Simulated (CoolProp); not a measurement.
The numbers come from the reference Helmholtz-energy equation of state, Zhou 2012 in CoolProp.

Task: For ethylbenzene, give the phase and the density (kg/m³), cp (kJ/(kg K)), isothermal compressibility (1/MPa), expansivity (1/kK) at 231.55 °C and 4060 kPa.

Result: 
- 231.55 °C and 4060 kPa: liquid; density 666, cp 2.49, isothermal compressibility 0.00521, expansivity 1.82
